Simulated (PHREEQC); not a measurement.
Make-up at 55 °C: 10 mmol/kgw Na2S, 0.83 mmol/kgw HCl and 1.1 mmol/kgw MnCl2. Closed to the air; pH follows from the charge balance.

The numbers come from PHREEQC with the ion-association model, wateq4f.dat.

Precipitation was switched off in this run.

**Question.** Estimate the pH, ionic strength.

**Answer.** pH 10.94; ionic strength 0.0222 mol/kgw.

**Question.** In which forms is Mn present?

**Answer.** MnOH+ 93 %, Mn+2 6.9 % of the Mn.

Examples of supersaturated solids here: MnS(Green). Others may be too. With this much S-2 the pH rests on the database's HS-/S-2 constant; if that pK is higher, the solution is more alkaline. The database's pK near 12.9 for HS-/S-2 is now thought far too low, so its S-2 is overstated. Away from 25 °C the constants follow the database's enthalpies or fits; those with neither stay at their 25 °C values. The polysulfide entries of wateq4f.dat were taken out for this run.
